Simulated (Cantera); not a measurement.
Input: 1 mol V, 4.3 mol H2O, equilibrated at 1823 K and 2000 Pa.

Method: chemical equilibrium by Gibbs-energy minimisation in Cantera with the NASA 1993 tables (ideal gas, pure condensed phases). Candidate condensed phases: H2O, V, VO, V2O3, V2O4, V2O5; 12 gas species. Condensed phases not in the tables: the oxides between V2O3 and V2O5 other than VO2. The numbers say what is thermodynamically allowed, not how fast it happens.

Base state: H2O 0.650, H2 0.348, H 0.00181, VO2 0.000353, OH 0.000235 (mole fractions); condensed: V2O3(s).

Question: What changes in the equilibrium state with this change: V replaced by Ta(OEt)5?

Answer: 
| species | before | after |
|---|---|---|
| H2 | 0.348 | 0.646 |
| CO | 0 | 0.350 |
| H | 0.00181 | 0.00246 |
| H2O | 0.650 | 0.00125 |
| VO2 | 0.000353 | 0 |
| CO2 | 0 | 0.000173 |
| OH | 0.000235 | 3.31e-7 |
| V2O3(s), mol | 0.499 | 0 |
| TaC(s), mol | 0 | 0.925 |
| Ta2O5(s), mol | 0 | 0.0376 |
The feed counts by its element totals alone. Mutual solubility and eutectic melting of coexisting phases are not modelled. TaC: taken at fixed stoichiometry. Condensed phases not in the tables: Ta2C. Further candidate phases: C, C6H6, C7H8, C8H18, Ta, TaC, Ta2O5.

Question: What changes in the equilibrium state with this change: temperature from 1823 K to 2073.15 K?

Answer: 
| species | before | after |
|---|---|---|
| H2O | 0.650 | 0.629 |
| H2 | 0.348 | 0.344 |
| VO2 | 0.000353 | 0.0138 |
| H | 0.00181 | 0.0109 |
| VO | 4.37e-7 | 4.08e-5 |
| O | 9.38e-7 | 5.16e-5 |
| O2 | 7.74e-7 | 4.03e-5 |
| OH | 0.000235 | 0.00227 |
| V2O3(s), mol | 0.499 | 0.470 |

Question: What changes in the equilibrium state with this change: temperature from 1823 K to 1898.15 K?

Answer: 
```json
[
 {"species": "H2O", "before": "0.650", "after": "0.648"},
 {"species": "H2", "before": "0.348", "after": "0.347"},
 {"species": "H", "before": "0.00181", "after": "0.00326"},
 {"species": "VO2", "before": "0.000353", "after": "0.00119"},
 {"species": "OH", "before": "0.000235", "after": "0.000498"},
 {"species": "V2O3(s), mol", "before": "0.499", "after": "0.497"}
]
```
